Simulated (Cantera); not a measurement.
# Equilibrium for silicon epitaxy and polysilicon growth: SiCl4 + HCl + H2

A closed system holds: 1 mol SiCl4, a varied amount of HCl, 9.3 mol H2, at 602 °C and 0.100 bar.

These are equilibrium values from Cantera (NASA tables, ideal gas, pure condensed phases), not measurements of a reactor. Candidate condensed phases: Si; 19 gas species. The tables' values for SiCl3 are old estimates; treat these amounts as uncertain. Rates play no part.

From 0.23 mol HCl to 4.6 mol HCl nothing is condensed. The main Si-bearing gas is SiCl4 throughout.

```json
[
 {"n(HCl) (mol)": "0.23", "x H2": "0.877", "x HCl": "0.0281", "x SiCl4": "0.0888", "x SiHCl3": "0.00607", "x SiCl3": "5.67e-5"},
 {"n(HCl) (mol)": "0.3", "x H2": "0.872", "x HCl": "0.0335", "x SiCl4": "0.0892", "x SiHCl3": "0.00508", "x SiCl3": "4.75e-5"},
 {"n(HCl) (mol)": "0.4", "x H2": "0.865", "x HCl": "0.0415", "x SiCl4": "0.0893", "x SiHCl3": "0.00407", "x SiCl3": "3.82e-5"},
 {"n(HCl) (mol)": "0.52", "x H2": "0.856", "x HCl": "0.0514", "x SiCl4": "0.0891", "x SiHCl3": "0.00325", "x SiCl3": "3.07e-5"},
 {"n(HCl) (mol)": "0.69", "x H2": "0.844", "x HCl": "0.0653", "x SiCl4": "0.0885", "x SiHCl3": "0.00250", "x SiCl3": "2.38e-5"},
 {"n(HCl) (mol)": "0.9", "x H2": "0.828", "x HCl": "0.0823", "x SiCl4": "0.0873", "x SiHCl3": "0.00192", "x SiCl3": "1.85e-5"},
 {"n(HCl) (mol)": "1.2", "x H2": "0.807", "x HCl": "0.106", "x SiCl4": "0.0855", "x SiHCl3": "0.00143", "x SiCl3": "1.39e-5"},
 {"n(HCl) (mol)": "1.5", "x H2": "0.787", "x HCl": "0.128", "x SiCl4": "0.0836", "x SiHCl3": "0.00112", "x SiCl3": "1.11e-5"},
 {"n(HCl) (mol)": "2", "x H2": "0.755", "x HCl": "0.163", "x SiCl4": "0.0805", "x SiHCl3": "0.000814", "x SiCl3": "8.18e-6"},
 {"n(HCl) (mol)": "2.7", "x H2": "0.715", "x HCl": "0.208", "x SiCl4": "0.0763", "x SiHCl3": "0.000573", "x SiCl3": "5.92e-6"},
 {"n(HCl) (mol)": "3.5", "x H2": "0.673", "x HCl": "0.254", "x SiCl4": "0.0720", "x SiHCl3": "0.000418", "x SiCl3": "4.45e-6"},
 {"n(HCl) (mol)": "4.6", "x H2": "0.624", "x HCl": "0.309", "x SiCl4": "0.0668", "x SiHCl3": "0.000295", "x SiCl3": "3.26e-6"}
]
```
x: gas mole fraction; nothing condenses.
